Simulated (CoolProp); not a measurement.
The fluid at 476.79 K and 0.0847 MPa flows at 6.9 m/s in a round tube of 10 mm bore and 1.5 µm roughness, fully developed (64/Re and Nu = 3.66 if laminar; Colebrook and Gnielinski if turbulent). The same conditions are run with several fluids, on thermodynamics alone (safety and materials aside).

Model: reference Helmholtz-energy equation of state of each fluid (n-heptane: Span 2003; n-octane: Beckmüller 2019; R125: Lemmon 2005; dry air: Lemmon 2000; n-nonane: Lemmon 2006), in CoolProp. Blends and air are pseudo-pure fits.

Problem. Rank n-heptane, n-octane, R125, dry air, n-nonane by Reynolds number, highest first.

Solution. n-nonane (22900), n-octane (19100), n-heptane (16100), R125 (8920), dry air (1630)

```
fluid      Darcy friction factor  pressure drop (Pa/m)  heat-transfer coefficient (W/(m² K))  mass flow (kg/h)
---------  ---------------------  --------------------  ------------------------------------  ----------------
n-heptane                 0.0276                   143                                   137              4.25
n-octane                  0.0265                   158                                   149              4.88
R125                      0.0321                   196                                  77.6              5.01
dry air                   0.0393                  57.8                                  14.1              1.21
n-nonane                  0.0254                   171                                   162              5.51
```

Transport values come from each fluid's own correlations.
